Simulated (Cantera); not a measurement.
Charge: 1 mol SiO₂, 7.7 mol HBr, 0.089 mol O₂, held at 1148 K and 22.0 Pa.

These are equilibrium values from Cantera (NASA tables, ideal gas, pure condensed phases), not measurements of a reactor. Candidate condensed phases: Br₂, H₂O, Si, SiO₂; 28 gas species. The tables hold silica as quartz up to 1696 K and as liquid above; real silica turns to tridymite and cristobalite and melts near 1996 K. Rates play no part.

Base state: HBr 0.925, Br 0.0490, H₂O 0.0226, H₂ 0.00270, Br₂ 0.000764 (mole fractions); condensed: SiO₂(β-quartz).

**Question.** What changes in the equilibrium state with this change: pressure from 22.0 Pa to 10000 Pa?

**Answer.** 
| species | before | after |
|---|---|---|
| HBr | 0.925 | 0.948 |
| H₂O | 0.0226 | 0.0230 |
| Br₂ | 0.000764 | 0.0176 |
| Br | 0.0490 | 0.0110 |
| H₂ | 0.00270 | 0.000123 |
| SiO₂(β-quartz), mol | 1.00 | 1.00 |

**Question.** What changes in the equilibrium state with this change: temperature from 1148 K to 1125 K?

**Answer.** 
```tsv
species	before	after
HBr	0.925	0.929
Br	0.0490	0.0463
H₂O	0.0226	0.0226
H₂	0.00270	0.00159
Br₂	0.000764	0.00104
SiO₂(β-quartz), mol	1.00	1.00
```
